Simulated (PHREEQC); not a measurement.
Acid rinse or clean: an equilibrium model

Consider water at 34 °C with 11 mmol/kgw H2SO4, 9.4 mmol/kgw CaCl2 and 26 mmol/kgw MgCl2. Closed to the air; pH follows from the charge balance.

Computed with PHREEQC (ion-association model, phreeqc.dat).

Each row changes one thing in this solution. This is a speciation only: nothing precipitates in the calculation.

```
case                           pH  ionic strength (mol/kgw)  SO4-2 (mol/kgw)  HSO4- (mol/kgw)
---------------------------  ----  ------------------------  ---------------  ---------------
as made                      1.81                     0.116          0.00374          0.00310
CaCl2 left out               1.81                    0.0889          0.00379          0.00339
diluted 100-fold with water  3.68                   0.00136         0.000101          2.23e-6
MgCl2 left out               1.83                    0.0450          0.00464          0.00464
diluted 10-fold with water   2.73                    0.0126         0.000726         0.000116
```

Species that the database lacks are ignored.
